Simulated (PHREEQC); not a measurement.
**Copper plating or etch bath: speciation**

A solution holds 0.027 mol/kgw Cu(NO3)2, 0.00047 mol/kgw H2SO4 and 0.0019 mol/kgw FeCl3, at 25 °C. Closed to the air; pH follows from the charge balance.

All values are PHREEQC results (ion-association model, phreeqc.dat), not measurements.

Each row changes one thing in this solution. Precipitation was switched off in this run.

```json
[
 {"case": "as made", "pH": "2.73", "ionic strength (mol/kgw)": "0.0902", "Cl- (mol/kgw)": "0.00550", "FeOH+2 (mol/kgw)": "0.000856", "Fe+3 (mol/kgw)": "0.000520", "Fe2(OH)2+4 (mol/kgw)": "0.000137", "SI of Goethite (FeOOH)": "+5.17", "SI of Hematite (Fe2O3)": "+12.34"},
 {"case": "H2SO4 left out", "pH": "___", "ionic strength (mol/kgw)": "___", "Cl- (mol/kgw)": "0.00551", "FeOH+2 (mol/kgw)": "0.000941", "Fe+3 (mol/kgw)": "0.000407", "Fe2(OH)2+4 (mol/kgw)": "0.000166", "SI of Goethite (FeOOH)": "+5.50", "SI of Hematite (Fe2O3)": "+13.01"},
 {"case": "H2SO4 replaced by Li2SO4 at the same molality", "pH": "2.89", "ionic strength (mol/kgw)": "0.0901", "Cl- (mol/kgw)": "0.00551", "FeOH+2 (mol/kgw)": "0.000913", "Fe+3 (mol/kgw)": "0.000380", "Fe2(OH)2+4 (mol/kgw)": "0.000156", "SI of Goethite (FeOOH)": "+5.52", "SI of Hematite (Fe2O3)": "+13.06"},
 {"case": "diluted 2-fold with water", "pH": "2.96", "ionic strength (mol/kgw)": "0.0449", "Cl- (mol/kgw)": "0.00279", "FeOH+2 (mol/kgw)": "0.000550", "Fe+3 (mol/kgw)": "0.000179", "Fe2(OH)2+4 (mol/kgw)": "3.85e-5", "SI of Goethite (FeOOH)": "+5.52", "SI of Hematite (Fe2O3)": "+13.05"},
 {"case": "Cu(NO3)2 left out", "pH": "2.70", "ionic strength (mol/kgw)": "___", "Cl- (mol/kgw)": "0.00565", "FeOH+2 (mol/kgw)": "0.000927", "Fe+3 (mol/kgw)": "0.000427", "Fe2(OH)2+4 (mol/kgw)": "5.13e-5", "SI of Goethite (FeOOH)": "+5.39", "SI of Hematite (Fe2O3)": "+12.78"},
 {"case": "Cu(NO3)2 from 0.027 to 0.0135 mol/kgw", "pH": "2.72", "ionic strength (mol/kgw)": "___", "Cl- (mol/kgw)": "0.00557", "FeOH+2 (mol/kgw)": "0.000888", "Fe+3 (mol/kgw)": "0.000504", "Fe2(OH)2+4 (mol/kgw)": "0.000106", "SI of Goethite (FeOOH)": "+5.25", "SI of Hematite (Fe2O3)": "+12.50"},
 {"case": "temperature from 25 to 55 °C", "pH": "2.64", "ionic strength (mol/kgw)": "___", "Cl- (mol/kgw)": "0.00513", "FeOH+2 (mol/kgw)": "0.00120", "Fe+3 (mol/kgw)": "0.000183", "Fe2(OH)2+4 (mol/kgw)": "9.78e-5", "SI of Goethite (FeOOH)": "+5.40", "SI of Hematite (Fe2O3)": "+12.93"}
]
```

Task: Complete the blanks.

Result: 
- H2SO4 left out, pH: 2.87
- H2SO4 left out, ionic strength (mol/kgw): 0.0898
- Cu(NO3)2 left out, ionic strength (mol/kgw): 0.00877
- Cu(NO3)2 from 0.027 to 0.0135 mol/kgw, ionic strength (mol/kgw): 0.0496
- temperature from 25 to 55 °C, ionic strength (mol/kgw): 0.0884

Species that the database lacks are ignored. Some of these states are supersaturated (in Hematite (slow to form), Goethite (slow to form), for instance). Constants without temperature data keep their 25 °C values here.
